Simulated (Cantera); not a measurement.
A closed system holds: 1 mol SiC, 0.32 mol CO2, 67 mol N2, 0.0033 mol H2O, equilibrated at 1627 °C and 0.133 bar.

These are equilibrium values from Cantera (NASA tables, ideal gas, pure condensed phases), not measurements of a reactor. Candidate condensed phases: C, C6H6, C7H8, C8H18, H2O, Si, SiC, SiO2, Si2N2O, Si3N4; 151 gas species. Kinetics and transport are ignored.

Base state: N2 0.990, CO 0.00713, SiO 0.00238, H2 3.75e-5, Si 2.38e-5, H 1.33e-5 (mole fractions); condensed: SiC(s).

Q: What changes in the equilibrium state with this change: pressure from 0.133 bar to 3.60e-5 bar?

A: 
| species | before | after |
|---|---|---|
| N2 | 0.990 | 0.977 |
| Si | 2.38e-5 | 0.0130 |
| CO | 0.00713 | 0.00931 |
| SiO | 0.00238 | 6.79e-5 |
| SiC2 | 1.31e-8 | 0.000329 |
| Si2C | 4.17e-7 | 0.000228 |
| CN | 5.75e-8 | 2.35e-5 |
| H2 | 3.75e-5 | 4.48e-7 |
| SiN | 2.89e-6 | 2.58e-5 |
| SiC(s), mol | 0.837 | 0.0467 |
| C(graphite), mol | 0 | 0.572 |
The tables' values for SiN are old estimates; treat these amounts as uncertain.
